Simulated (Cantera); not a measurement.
Charge: 1 mol BN, 2.7 mol F2, 3.3 mol H2, held at 0.130 bar.

These are equilibrium values from Cantera (NASA tables, ideal gas, pure condensed phases), not measurements of a reactor. Candidate condensed phases: B, BN; 31 gas species. The tables' values for BF2 are old estimates; treat these amounts as uncertain. Rates play no part.

Problem. At 1202 °C, list the 4 most abundant gas species with their mole fractions, and the condensed phases.

Solution. HF 0.400, H2 0.350, BF3 0.167, N2 0.0833. Condensed: gas only.
